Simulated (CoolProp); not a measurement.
n-perfluoropentane along the isotherm 204.15 °C: density (kg/m³) from the reference equation and from simpler models built on Tc = 147.9 °C, pc = 2063 kPa, ω = 0.436; each cubic takes its own stable root.

Model: reference Helmholtz-energy equation of state, Gao 2022, in CoolProp.

| p (kPa) | phase | reference |
|---|---|---|
| 31.6 | gas | 2.301 |
| 64.9 | gas | 4.742 |
| 133 | gas | 9.789 |
| 274 | gas | 20.48 |
| 562 | gas | 43.40 |
| 1150 | gas | 95.63 |
| 2370 | supercritical | 238.4 |
| 4870 | supercritical | 712.8 |
| 10000 | supercritical | 1049 |

How far does each simpler model (van der Waals, Redlich-Kwong, Peng-Robinson) lie from the reference over these 9 states: mean and median of the absolute difference, and the worst?


- van der Waals: mean 3.4 %, median 0.2 %, worst -18.0 % at 204.15 °C and 10000 kPa
- Redlich-Kwong: mean 1.4 %, median 0.7 %, worst +5.9 % at 204.15 °C and 2370 kPa
- Peng-Robinson: mean 1.3 %, median 0.7 %, worst -5.8 % at 204.15 °C and 4870 kPa
